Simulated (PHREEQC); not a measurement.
## City or well water: speciation

A made-up water analysis in mg/L, 25 °C, pH 6.43, pe 8.6:

| constituent | mg/L |
|---|---|
| Na | 3.6 |
| K | 6.73 |
| Ca | 15.5 |
| Mg | 1.19 |
| Cl | 1.84 |
| S(6) as SO4 | 12 |
| Alkalinity as HCO3 | 55 |
| Cd | 0.044 |
| F | 0.0195 |
| Pb | 0.0465 |

Valence states are taken as typed.

All values are PHREEQC results (ion-association model, wateq4f.dat), not measurements.

This is a speciation only: nothing precipitates in the calculation.

**Question.** Estimate the charge-balance error.

**Answer.** charge-balance error -0.1 %.

**Question.** In which forms is C present?

**Answer.** HCO3- 55 %, CO2 44 % of the C.
